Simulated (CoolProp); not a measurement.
A simple Rankine cycle with R114: condensing at 324.15 K, boiler at 1.36 MPa, turbine inlet 386 K, turbine efficiency 0.65, pump efficiency 0.6, no recuperator. Each further row changes one setting.

Computed with CoolProp (reference Helmholtz-energy equation of state, Platzer 1990). This equation is an older, rougher fit; its heat capacities, sound speeds and derivatives of the liquid may be far off and weren't checked against measurements.

```csv
case,thermal efficiency (%),net work (kJ/kg),heat in (kJ/kg),turbine exit temperature (K),volume ratio over the turbine
as stated,(withheld),9.69,154,(withheld),3.26
turbine inlet 406 K,6.2,10.7,172,(withheld),3.16
condensing temperature 316.15 K,7.3,11.8,(withheld),355.4,4.08
boiler pressure 0.952 MPa,4.4,7.11,(withheld),370.0,2.15
turbine efficiency 0.55,(withheld),8.03,154,(withheld),3.29
```

What belongs in the gaps?


- as stated, thermal efficiency (%): 6.3
- as stated, turbine exit temperature (K): 359.5
- turbine inlet 406 K, turbine exit temperature (K): 381.0
- condensing temperature 316.15 K, heat in (kJ/kg): 162
- boiler pressure 0.952 MPa, heat in (kJ/kg): 160
- turbine efficiency 0.55, thermal efficiency (%): 5.2
- turbine efficiency 0.55, turbine exit temperature (K): 361.6
